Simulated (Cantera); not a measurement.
What does this Cantera script print?

```python
import numpy as np
import cantera as ct

gas_names = [...]  # 130 gases of nasa_gas.yaml made of C, H, Mg, O, S
cond_names = """
    C(gr) C6H6(L) C7H8(L) C8H18(L),n-octa H2O(s) H2O(L) H2SO4(L) Mg(cr) Mg(L) MgCO3(s) MgO(s) MgO(L)
    MgO2H2(s) MgS(s) MgSO4(s) MgSO4(L) S(cr1) S(cr2) S(L)
""".split()


# ... load() reads the species with a 1 bar reference pressure and builds the phases ...
atoms = {
    'MgO': {'Mg': 1, 'O': 1},
    'H2S': {'H': 2, 'S': 1},
    'CO2': {'C': 1, 'O': 2},
}
top_T = {'C(gr)': 4500, 'MgS(s)': 2250}  # K; cautious upper limits of use, not melting points


# ... equilibrate(T, P, feed) seeds the gas with the atoms and calls Mixture.equilibrate('TP', solver="vcs", rtol=1e-11, max_steps=5000) ...
results = []
feed = {'MgO': 1, 'H2S': 0.16, 'CO2': 0.24}  # mol
T = 1325  # K
P = 1333.22  # Pa
mix = equilibrate(T, P, feed)
results.append((T, P, feed, dict(zip(mix.species_names, mix.species_moles))))
x = sorted(zip(gas.X, gas.species_names), reverse=True)
print(f"T = {T:g} K  P = {P:g} Pa  gas = {mix.phase_moles(0):.4g} mol")
print("   x: " + "  ".join(f"{s} {v:.3e}" for v, s in x if v > 0.001))
print("   condensed (mol): " + ("  ".join(f"{mix.phase(i).name} {mix.phase_moles(i):.4g}"
      for i in range(1, mix.n_phases) if mix.phase_moles(i) > 1e-12) or "none"))
```

Result:

```
T = 1325 K  P = 1333.22 Pa  gas = 0.4726 mol
   x: CO2 2.798e-01  CO 2.251e-01  H2O 2.099e-01  S2 1.436e-01  H2 9.064e-02  H2S 3.761e-02  SO2 8.710e-03  COS 3.019e-03
   condensed (mol): MgO(s) 1
```

Equilibrium computed with Cantera from the NASA thermochemical tables; the gas is ideal and each condensed phase is pure.
